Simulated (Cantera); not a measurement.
Feed: 1 mol S, 2.4 mol O2, 6.5 mol N2, held at 2023 K and 1 atm.

Cantera equilibrium calculation (NASA polynomials, part measured and part estimated; ideal gas, pure solids and liquids). Candidate condensed phases: S; 17 gas species. The numbers say what is thermodynamically allowed, not how fast it happens.

Base state: N2 0.727, O2 0.154, SO2 0.112, NO 0.00670, O 0.000310, SO3 0.000233, SO 5.18e-5 (mole fractions); condensed: gas only.

Problem. What changes in the equilibrium state with this change: O2 from 2.4 to 0.021 mol?

Solution. 
| species | before | after |
|---|---|---|
| N2 | 0.727 | 0.926 |
| S2 | <1e-9 | 0.0685 |
| SO | 5.18e-5 | 0.00225 |
| O2 | 0.154 | 1.96e-8 |
| SO2 | 0.112 | 0.00174 |
| S2O | <1e-9 | 0.000257 |
| SO3 | 0.000233 | 1.29e-9 |
| S | 7.90e-9 | 0.000960 |
| O | 0.000310 | 1.11e-7 |
